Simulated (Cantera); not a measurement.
Adiabatic ignition

An adiabatic, constant-pressure homogeneous reactor starts with C3H8 : O2 : N2 : CO2 = 1 : 8.06 : 30.3 : 3.5 (molar parts), at 1025 K and 500000 Pa.

Cantera simulation using GRI-Mech 3.0 (53 species, 325 reactions); the numbers are that mechanism's predictions, not measurements. GRI-Mech 3.0 was tuned for natural gas; its chemistry of propane as a main component is partial and can be far from experiment.

```csv
t (s),T (K),x C3H8,x O2,x CH2CO,x H2,x CH3,x C2H4
1.00e-6,1025,0.0233,0.188,<1e-12,<1e-12,4.48e-10,2.39e-10
2.40e-6,1025,0.0233,0.188,<1e-12,4.26e-12,1.14e-9,8.81e-10
5.75e-6,1025,0.0233,0.188,<1e-12,1.34e-11,2.85e-9,2.61e-9
1.38e-5,1025,0.0233,0.188,<1e-12,3.66e-11,6.97e-9,6.93e-9
3.31e-5,1025,0.0233,0.188,<1e-12,9.89e-11,1.71e-8,1.82e-8
7.94e-5,1025,0.0233,0.188,<1e-12,2.99e-10,4.25e-8,5.05e-8
0.000190,1025,0.0233,0.188,<1e-12,1.24e-9,1.10e-7,1.61e-7
0.000457,1025,0.0233,0.188,<1e-12,8.37e-9,3.06e-7,6.56e-7
0.00110,1025,0.0233,0.188,3.10e-11,7.24e-8,8.09e-7,3.40e-6
0.00263,1025,0.0233,0.188,6.88e-10,4.08e-7,1.24e-6,1.55e-5
0.00630,1025,0.0233,0.188,7.31e-9,1.44e-6,1.36e-6,5.06e-5
0.0151,1025,0.0232,0.188,6.09e-8,4.78e-6,1.53e-6,0.000148
0.0362,1025,0.0228,0.188,5.93e-7,2.10e-5,2.07e-6,0.000483
0.0869,2178,<1e-12,0.0697,<1e-12,0.000152,<1e-12,<1e-12
0.208,2171,<1e-12,0.0680,<1e-12,0.000147,<1e-12,<1e-12
0.500,2166,<1e-12,0.0668,<1e-12,0.000144,<1e-12,<1e-12
```
x: mole fraction; the columns are a selection and need not sum to one.

| Item | Result |
|---|---|
| time of steepest temperature rise | 84.6 ms |
| temperature at 0.500 s | 2166 K |
| equilibrium temperature | 2166 K |
| x(C3H8) at 0.500 s | <1e-12 (gas-phase equilibrium <1e-12) |
| x(O2) at 0.500 s | 0.0668 (gas-phase equilibrium 0.0666) |
| x(CH2CO) at 0.500 s | <1e-12 (gas-phase equilibrium <1e-12) |
